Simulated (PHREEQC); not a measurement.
**Alkaline etch or developer: an equilibrium model**

Solution (20 °C and 50 atm): 1.1 mol/kgw NaOH, 1.5e-05 mol/kgw H4SiO4 and 0.0078 mol/kgw Na2CO3. Closed to the air; pH follows from the charge balance.

Equilibrium calculation in PHREEQC: ion-association model, phreeqc.dat.

Each row changes one thing in this solution. This is a speciation only: nothing precipitates in the calculation.

```
case                                                pH  NaCO3- (mol/kgw)  CO3-2 (mol/kgw)  H2SiO4-2 (mol/kgw)  H3SiO4- (mol/kgw)  HCO3- (mol/kgw)  SI of Quartz (SiO2)
-----------------------------------------------  -----  ----------------  ---------------  ------------------  -----------------  ---------------  -------------------
as made                                          13.96           0.00564          0.00216             1.41e-5            8.98e-7          1.46e-7                -6.26
H4SiO4 replaced by H2SiF6 at the same molality   13.96           0.00564          0.00216             1.41e-5            8.98e-7          1.46e-7                -6.26
H4SiO4 from 1.5e-05 to 3e-06 mol/kgw             13.96           0.00564          0.00216             2.82e-6            1.80e-7          1.46e-7                -6.96
temperature from 20 to 60 °C                       [?]           0.00729         0.000507             1.37e-5            1.32e-6          2.70e-7                  [?]
H4SiO4 replaced by Na2SiF6 at the same molality  13.96           0.00564          0.00216             1.41e-5            8.98e-7          1.46e-7                -6.26
```

Problem. What belongs in the gaps?

Solution. 
- temperature from 20 to 60 °C, pH: 12.80
- temperature from 20 to 60 °C, SI of Quartz (SiO2): -5.98

The ionic strength passes 0.7 mol/kgw, the rough limit of the ion-association models, in every such run. Species that the database lacks are ignored. Under pressure, the constants of complexes without a molar volume in the database are unreliable. At this temperature some constants are extrapolated from 25 °C, and those without enthalpy data are left unchanged. SiF6-2 is the database's only silicon fluoride.
